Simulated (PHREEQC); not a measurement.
Model water analysis in mg/kgw, 25 °C, pH 8.19:

```tsv
constituent	mg/kgw
Na	2790
K	43
Ca	268
Mg	410
Cl	5480
S(6) as SO4	445
Alkalinity as HCO3	4.42
Si as SiO2	73.2
```

Cl is adjusted to close the charge balance.
Valence states are taken as typed.

Equilibrium calculation in PHREEQC: Pitzer model, pitzer.dat.

This is a speciation only: nothing precipitates in the calculation.

Q: Predict the specific conductance, osmotic coefficient, density.

A: specific conductance 16600 µS/cm; osmotic coefficient 0.905; density 1.004 g/cm³.

Q: In which forms is Si present?

A: H4SiO4 96 %, H3SiO4- 3.5 % of the Si.
